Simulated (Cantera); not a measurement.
A Cantera script and what it prints.

```python
import numpy as np
import cantera as ct

gas_names = """
    OH NO NH3
""".split()
cond_names = """
    Nb(cr) Nb(L) NbO2(I) NbO2(II) NbO2(III) NbO2(L)
""".split()


# ... load() reads the species with a 1 bar reference pressure and builds the phases ...
species = {s.name: s for s in load("nasa_gas.yaml", gas_names) + load("nasa_condensed.yaml", cond_names)}
# Each term lists the table entries of one substance; the one whose range holds T is used.
reactions = {
    '3 OH(g) + NO(g) + 2 Nb = 2 NbO2 + NH3(g)':
        [(-3, ['OH']), (-1, ['NO']), (-2, ['Nb(cr)', 'Nb(L)']), (2, ['NbO2(I)', 'NbO2(II)', 'NbO2(III)', 'NbO2(L)']), (1, ['NH3'])],
}


def pick(names, T):
    return next(species[n] for n in names if species[n].thermo.min_temp <= T <= species[n].thermo.max_temp)


results = []
for label, terms in reactions.items():
    print(label)
    print("     T/K   dH/kJ  dS/(J/K)   dG/kJ   log10 K")
    for T in [300, 1150, 1300, 1450, 1600, 1750]:
        used = [(nu, pick(names, T)) for nu, names in terms]
        dH = sum(nu * s.thermo.h(T) for nu, s in used) / 1e6
        dS = sum(nu * s.thermo.s(T) for nu, s in used) / 1e3
        dG = dH - T * dS / 1e3
        logK = -dG * 1e6 / (ct.gas_constant * T * np.log(10))
        results.append((label, T, dH, dS, dG, logK, [s.name for _, s in used]))
        print(f"{T:8g} {dH:8.1f} {dS:8.1f} {dG:8.1f} {logK:8.2f}")
```

It prints:

```
3 OH(g) + NO(g) + 2 Nb = 2 NbO2 + NH3(g)
     T/K   dH/kJ  dS/(J/K)   dG/kJ   log10 K
     300  -1845.2   -533.2  -1685.2   293.42
    1150  -1816.5   -503.5  -1237.4    56.20
    1300  -1809.6   -497.9  -1162.4    46.70
    1450  -1803.9   -493.7  -1088.0    39.19
    1600  -1798.4   -490.1  -1014.2    33.11
    1750  -1793.1   -487.0   -940.9    28.09
```

Cantera with NASA thermochemical tables; ideal gases at 1 bar, condensed phases pure. Condensed species are held in their standard states even where they would react or evaporate.
